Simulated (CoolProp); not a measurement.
Vapour-liquid equilibrium of carbon dioxide (1) + dimethyl ether (2) at 7.65 °C; x and y are mole fractions of (1).

Model: multi-fluid Helmholtz-energy mixture model, Span 1996 and Wu 2011; pair parameters Bell 2016, in CoolProp.

Give the bubble pressure and the first vapour's composition at x = 0.15, 0.25, 0.55. Is there an azeotrope?

x = 0.15: 722.9 kPa, y = 0.561; x = 0.25: 1012 kPa, y = 0.709; x = 0.55: 2070 kPa, y = 0.898. No azeotrope shows between x = 0.05 and 0.95.

Pair parameters are fitted to limited data, so mixtures are less certain than the pure fluids.
